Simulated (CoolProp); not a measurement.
Vapour-liquid equilibrium of toluene (1) + p-xylene (2) at 0.242 bar; x and y are mole fractions of (1).

The numbers come from the multi-fluid Helmholtz-energy mixture model, Lemmon 2006 and Zhou 2012; pair parameters Bell 2016 in CoolProp.

Give the bubble temperature and the first vapour's composition at x = 0.2, 0.65, 0.8. Is there an azeotrope?

x = 0.2: 357.9 K, y = 0.379; x = 0.65: 346.3 K, y = 0.824; x = 0.8: 343.4 K, y = 0.909. No azeotrope shows between x = 0.05 and 0.95.

The pair parameters rest on a limited set of measurements; away from them the model extrapolates.
